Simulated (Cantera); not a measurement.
## Boron, boron nitride and boron oxide: B2H6 + N2 + H2

A closed system holds: 1 mol B2H6, 6.2 mol N2, 6.5 mol H2, equilibrated at 998.15 K and 1.00 bar.

Method: chemical equilibrium by Gibbs-energy minimisation in Cantera with the NASA 1993 tables (ideal gas, pure condensed phases). Candidate condensed phases: B, BN; 15 gas species. The feed counts by its element totals alone. N2 is the only nitrogen source here; it is nearly inert below about 1500 K, so the nitride shown seldom forms there in practice. The numbers say what is thermodynamically allowed, not how fast it happens.

The x(H2) is 0.646, the x(N2) is 0.354 and the x(NH3) is 0.000182. The n(BN(s)) comes out as 2.00 mol. The gas amount is 14.70 mol and the log10 activity of B(s) (absent) is -8.29.
